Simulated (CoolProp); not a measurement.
Vapour pressure (MPa) of oxygen: the reference equation beside estimates from Tc = 154.6 K, pc = 5.046 MPa, ω = 0.022. Clausius-Clapeyron is anchored at 113.7 K with a constant enthalpy of vaporisation of 5.894 kJ/mol.

Computed with CoolProp (reference Helmholtz-energy equation of state, Schmidt 1985).

| T (K) | reference | Lee-Kesler | Clausius-Clapeyron | van der Waals | Redlich-Kwong | Soave-Redlich-Kwong | Peng-Robinson |
|---|---|---|---|---|---|---|---|
| 113.7 | 0.6955 | 0.6960 | 0.6955 | 1.295 | 0.6606 | 0.6982 | 0.6984 |
| 116.2 | 0.8143 | 0.8151 | 0.7953 | 1.440 | 0.7826 | 0.8190 | 0.8177 |
| 118.8 | 0.9529 | 0.9538 | 0.9089 | 1.602 | 0.9255 | 0.9600 | 0.9570 |
| 121.3 | 1.101 | 1.102 | 1.028 | 1.767 | 1.079 | 1.111 | 1.106 |
| 123.9 | 1.273 | 1.273 | 1.162 | 1.951 | 1.257 | 1.286 | 1.279 |
| 126.4 | 1.455 | 1.455 | 1.301 | 2.138 | 1.446 | 1.471 | 1.462 |
| 129 | 1.663 | 1.663 | 1.457 | 2.344 | 1.662 | 1.684 | 1.672 |
| 131.5 | 1.883 | 1.882 | 1.617 | 2.554 | 1.890 | 1.907 | 1.894 |
| 134.1 | 2.133 | 2.131 | 1.795 | 2.784 | 2.148 | 2.161 | 2.146 |
| 136.6 | 2.395 | 2.392 | 1.978 | 3.017 | 2.418 | 2.427 | 2.411 |
| 139.2 | 2.692 | 2.688 | 2.179 | 3.271 | 2.722 | 2.727 | 2.709 |
| 141.7 | 3.001 | 2.997 | 2.384 | 3.528 | 3.037 | 3.038 | 3.021 |

Absolute difference from the reference over all 12 rows, mean and median: Lee-Kesler 0.1 and 0.1 %, Clausius-Clapeyron 11.0 and 11.5 %, van der Waals 47.0 and 43.9 %, Redlich-Kwong 1.7 and 1.2 %, Soave-Redlich-Kwong 1.0 and 1.2 %, Peng-Robinson 0.5 and 0.5 %.
